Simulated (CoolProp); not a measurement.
Vapour-liquid equilibrium of C2F6 (R116) (1) + R22 (2) at 904 kPa; x and y are mole fractions of (1).

Computed with CoolProp (multi-fluid Helmholtz-energy mixture model, Lemmon 2006 and Kamei 1995; pair parameters Bell 2016).

Question: Give the bubble temperature and the first vapour's composition at x = 0.05, 0.45, 0.95. Is there an azeotrope?

Answer: x = 0.05: 281.4 K, y = 0.282; x = 0.45: 254.9 K, y = 0.748; x = 0.95: 248.7 K, y = 0.958. No azeotrope shows between x = 0.05 and 0.95.

The pair parameters rest on a limited set of measurements; away from them the model extrapolates. With so large a gap from Raoult's law the liquid may split in two, which this calculation doesn't test in full.
